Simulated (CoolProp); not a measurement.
Vapour-liquid equilibrium of R125 (1) + R115 (2) at 292.9 K; x and y are mole fractions of (1).

Model: multi-fluid Helmholtz-energy mixture model, Lemmon 2005 and Lemmon 2016; pair parameters Bell 2016, in CoolProp.

```tsv
x	bubble pressure, mixture model (bar)	bubble pressure, Raoult's law (bar)	y, mixture model	y, Raoult's law
0.05	8.363	8.061	…	0.074
0.2	…	8.678	…	0.276
0.35	…	9.295	0.453	0.451
0.5	11.23	9.913	…	0.604
0.65	11.71	10.53	0.693	0.739
0.8	11.98	11.15	…	0.859
0.95	12.02	11.76	0.948	0.967
```

### Question
Complete the blanks.

### Answer

- 0.05, y, mixture model: 0.094
- 0.2, bubble pressure, mixture model (bar): 9.614
- 0.2, y, mixture model: 0.303
- 0.35, bubble pressure, mixture model (bar): 10.54
- 0.5, y, mixture model: 0.578
- 0.8, y, mixture model: 0.812

The largest gap from Raoult's law is +13.4 % in bubble pressure, at x = 0.35. y crosses x between x = 0.8 and 0.95: the model has an azeotrope there.

Pair parameters are fitted to limited data, so mixtures are less certain than the pure fluids.
